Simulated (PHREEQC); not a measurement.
Solution (25 °C): 0.01 mol CuCl2, 0.058 mol HCl and 3.9e-05 mol H3BO3 per kg of water. Closed to the air; pH follows from the charge balance.

Model: ion-association model, phreeqc.dat, run in PHREEQC.

No solid was allowed to form.

Order these Cu species by the share of Cu that they hold, largest first: Cu+2, CuCl+, CuCl2.

Cu+2 (92 %), CuCl+ (7.9 %), CuCl2 (0.20 %)

The pH is 1.32 and the ionic strength 0.0863 mol/kgw.
